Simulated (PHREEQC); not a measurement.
Consider water at 55 °C with 0.0054 mol Cu(BF4)2 and 0.29 mol Na2SO4 per kg of water. Closed to the air; pH follows from the charge balance.

Equilibrium calculation in PHREEQC: ion-association model, phreeqc.dat.

Precipitation was switched off in this run.

Question: Estimate the pH, ionic strength, activity of water.

Answer: pH 3.32; ionic strength 0.678 mol/kgw; activity of water 0.986.

Question: In which forms is F present?

Answer: BF4- 64 %, F- 14 %, HF 8.7 %, BF3OH- 7.3 %, BF2(OH)2- 4.4 %, NaF 1.3 % of the F.

Away from 25 °C the constants follow the database's enthalpies or fits; those with neither stay at their 25 °C values. Real BF4- forms and hydrolyses slowly; the run takes it at equilibrium.
